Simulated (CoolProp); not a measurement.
CHF3 (R23) at several states: Z from the reference equation and from simpler models built on Tc = 299.3 K, pc = 4.832 MPa, ω = 0.263; each cubic takes its own stable root.

Values from CoolProp's reference Helmholtz-energy equation of state, Penoncello 2003.

```tsv
T (K)	p (MPa)	phase	reference	van der Waals	Redlich-Kwong	Peng-Robinson
394.1	0.95	gas	0.9734	?	?	?
409.6	0.0258	gas	0.9994	0.9993	0.9993	0.9993
229.9	2.96	liquid	?	0.1462	?	0.08691
268.2	0.0103	gas	0.9989	0.9992	0.9990	0.9989
200	27.5	liquid	?	1.305	0.9256	0.8078
```

**Question.** Complete the blanks.

**Answer.** 
- 394.1, van der Waals: 0.9703
- 394.1, Redlich-Kwong: 0.9706
- 394.1, Peng-Robinson: 0.9710
- 229.9, reference: 0.08366
- 229.9, Redlich-Kwong: 0.1028
- 200, reference: 0.7845
